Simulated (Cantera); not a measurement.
Cantera with NASA thermochemical tables; ideal gases at 1 bar, condensed phases pure. Values are per mole of reaction as written; species without (g) are pure solids or liquids, kept so even where they would boil at 1 bar.

Ba(OH)2 + Br2(g) + H2(g) → 2 H2O(g) + BaBr2, with ΔH° = -326.0 kJ and ΔS° = 42.8 J/K at 300 K.

**Question.** How far is the shortcut ΔG° ≈ ΔH°(300 K) − T·ΔS°(300 K) from the full temperature-dependent value at 873, 973, 1073, 1173, 1273, 1373, 1473, 1573, 1673, 1773, 1873 K?

**Answer.** 
```csv
T (K),shortcut (kJ),full (kJ),difference (kJ),difference in log10 K,condensed phases
873,-363.4,-347.4,-15.9,0.95,"Ba(OH)2(l), BaBr2(s)"
973,-367.7,-345.4,-22.2,1.19,"Ba(OH)2(l), BaBr2(s)"
1073,-371.9,-343.1,-28.9,1.41,"Ba(OH)2(l), BaBr2(s)"
1173,-376.2,-341.6,-34.6,1.54,"Ba(OH)2(l), BaBr2(l)"
1273,-380.5,-341.6,-38.9,1.60,"Ba(OH)2(l), BaBr2(l)"
1373,-384.8,-341.5,-43.3,1.65,"Ba(OH)2(l), BaBr2(l)"
1473,-389.1,-341.3,-47.8,1.69,"Ba(OH)2(l), BaBr2(l)"
1573,-393.3,-341.0,-52.4,1.74,"Ba(OH)2(l), BaBr2(l)"
1673,-397.6,-340.6,-57.0,1.78,"Ba(OH)2(l), BaBr2(l)"
1773,-401.9,-340.2,-61.7,1.82,"Ba(OH)2(l), BaBr2(l)"
1873,-406.2,-339.7,-66.5,1.85,"Ba(OH)2(l), BaBr2(l)"
```
The shortcut ignores heat capacities and the phase changes listed.
